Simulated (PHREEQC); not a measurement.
Consider water at 50 °C with 0.2 mol (NH4)2HPO4 and 0.071 mol Na2S per kg of water. Closed to the air; pH follows from the charge balance.

All values are PHREEQC results (ion-association model, phreeqc.dat), not measurements.

```tsv
quantity	before	after
pH	8.23	7.56
ionic strength (mol/kgw)	0.644	0.560
NH4+ (mol/kgw)	0.324	0.380
HPO4-2 (mol/kgw)	0.186	0.180
NH3 (mol/kgw)	0.0760	0.0200
H2PO4- (mol/kgw)	0.00427	0.0200
```

### Question
Which change was made?
(A) 0.02 mol/kgw Ca(OH)2 added
(B) temperature from 50 to 75 °C
(C) temperature from 50 to 90 °C
(D) Na2S left out
(E) diluted 2-fold with water

### Answer
D, Na2S left out

Precipitation was switched off in this run. At this temperature some constants are extrapolated from 25 °C, and those without enthalpy data are left unchanged.
